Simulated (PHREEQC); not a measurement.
Make-up at 20 °C: 1 mol/kgw LiBr and 1.4 mol/kgw KBr. Closed to the air; pH follows from the charge balance.

Model: Pitzer model, pitzer.dat, run in PHREEQC.

```yaml
ionic_strength: 2.40 mol/kgw
activity_of_water: 0.911
density: 1.163 g/cm³
osmotic_coefficient: 1.073
```

```tsv
species	molality	activity	log γ
Br-	2.40	1.44	-0.222
K+	1.40	1.06	-0.122
Li+	1.00	1.46	0.164
H+	9.81e-8	1.66e-7	0.228
OH-	9.81e-8	3.76e-8	-0.417
```

No solid was allowed to form.
